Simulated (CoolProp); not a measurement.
Vapour-liquid equilibrium of n-heptane (1) + toluene (2) at 44.1 kPa; x and y are mole fractions of (1).

Values from CoolProp's multi-fluid Helmholtz-energy mixture model, Span 2003 and Lemmon 2006; pair parameters Bell 2016.

Q: Give the bubble temperature and the first vapour's composition at x = 0.275, 0.5, 0.8. Is there an azeotrope?

A: x = 0.275: 350.8 K, y = 0.389; x = 0.5: 348.3 K, y = 0.588; x = 0.8: 346.3 K, y = 0.828. No azeotrope shows between x = 0.05 and 0.95.

The pair parameters rest on a limited set of measurements; away from them the model extrapolates.
